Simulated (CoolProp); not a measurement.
Vapour-liquid equilibrium of R141b (1) + n-pentane (2) at 269.9 K; x and y are mole fractions of (1).

Computed with CoolProp (multi-fluid Helmholtz-energy mixture model, Lemmon 2006 and Thol 2019; pair parameters Bell 2016).

| x | bubble pressure, mixture model (MPa) | bubble pressure, Raoult's law (MPa) | y, mixture model | y, Raoult's law |
|---|---|---|---|---|
| 0.05 | 0.02205 | 0.02120 | 0.091 | 0.057 |
| 0.15 | 0.02353 | 0.02152 | 0.227 | 0.169 |
| 0.25 | 0.02453 | 0.02183 | 0.328 | 0.277 |
| 0.35 | 0.02518 | 0.02214 | 0.413 | 0.382 |
| 0.45 | 0.02559 | 0.02246 | 0.489 | 0.485 |
| 0.55 | 0.02579 | 0.02277 | 0.563 | 0.584 |
| 0.65 | 0.02580 | 0.02308 | 0.641 | 0.681 |
| 0.75 | 0.02562 | 0.02339 | 0.726 | 0.775 |
| 0.85 | 0.02522 | 0.02371 | 0.822 | 0.867 |
| 0.95 | 0.02459 | 0.02402 | 0.935 | 0.956 |

The largest gap from Raoult's law is +13.9 % in bubble pressure, at x = 0.45. y crosses x between x = 0.55 and 0.65: the model has an azeotrope there.

The pair parameters rest on a limited set of measurements; away from them the model extrapolates.
